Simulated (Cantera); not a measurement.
Cantera run, input and output.

```python
import numpy as np
import cantera as ct

gas = ct.Solution("SiF4_NH3_mec.yaml", "gas")
gas.TPX = 1325, 42000, {'NH3': 1, 'N2': 0.31}
reactor = ct.IdealGasConstPressureReactor(gas, energy="off", clone=False)
net = ct.ReactorNet([reactor])
net.rtol, net.atol = 1e-08, 1e-18
show = ['NH3', 'NH', 'N', 'N2', 'N2H4', 'H2', 'N2H2']
times = np.geomspace(2e-06, 70, 9)

steps = ct.SolutionArray(gas, extra=["t"])
rows = []
print(f"{'t/s':>10s}{'T/K':>9s}{'P/Pa':>11s}" + "".join(f"{s:>11s}" for s in show))
for t in times:
    while net.time < t:
        t_next = net.step()
        steps.append(gas.state, t=t_next)
    rows.append([np.interp(t, steps.t, y) for y in (steps.T, steps.P, *steps(*show).X.T)])
    print(f"{t:10.3e}{rows[-1][0]:9.1f}{rows[-1][1]:11.4g}" + "".join(f"{x:11.3e}" for x in rows[-1][2:]))
rate = np.gradient(steps.T, steps.t)
print("integrator steps:", len(steps.t))
if steps.T.max() > steps.T[0] + 200:
    print(f"time of steepest temperature rise: {steps.t[rate.argmax()]:.4e} s")
gas.TPX = 1325, 42000, {'NH3': 1, 'N2': 0.31}
gas.equilibrate("TP")
print(f"equilibrium (TP): T = {gas.T:.1f} K  " + "  ".join(f"{s} {gas[s].X[0]:.3e}" for s in show))
```

Output:

```
       t/s      T/K       P/Pa        NH3         NH          N         N2       N2H4         H2       N2H2
 2.000e-06   1325.0    4.2e+04  7.634e-01  2.846e-19  1.975e-27  2.366e-01  4.300e-20  5.595e-11  2.500e-20
 1.754e-05   1325.0    4.2e+04  7.634e-01  4.221e-17  3.654e-24  2.366e-01  4.661e-17  7.727e-10  2.729e-17
 1.538e-04   1325.0    4.2e+04  7.634e-01  6.376e-15  4.505e-21  2.366e-01  2.990e-14  7.096e-09  1.896e-14
 1.349e-03   1325.0    4.2e+04  7.634e-01  1.311e-12  8.210e-18  2.366e-01  9.533e-12  6.258e-08  9.323e-12
 1.183e-02   1325.0    4.2e+04  7.634e-01  1.280e-10  4.623e-15  2.366e-01  1.025e-09  5.745e-07  1.573e-09
 1.038e-01   1325.0    4.2e+04  7.633e-01  4.897e-09  3.195e-13  2.366e-01  5.136e-08  1.977e-05  8.230e-08
 9.101e-01   1325.0    4.2e+04  7.628e-01  6.690e-09  3.237e-12  2.367e-01  7.269e-08  4.556e-04  1.159e-07
 7.982e+00   1325.0    4.2e+04  7.583e-01  7.166e-09  2.404e-11  2.374e-01  7.057e-08  4.271e-03  1.128e-07
 7.000e+01   1325.0    4.2e+04  7.235e-01  7.422e-09  7.779e-11  2.426e-01  5.778e-08  3.390e-02  9.075e-08
integrator steps: 598
equilibrium (TP): T = 1325.0 K  NH3 1.437e-05  NH 4.452e-14  N 3.499e-16  N2 3.506e-01  N2H4 6.428e-18  H2 6.493e-01  N2H2 4.903e-16
```

Detailed kinetics in Cantera: the gas-phase N/H chemistry of the illustrative SiF4/NH3 mechanism in the Surface Chemkin manual (1991). Walls and surfaces, which speed up NH3 decomposition in real reactors, are not modelled.
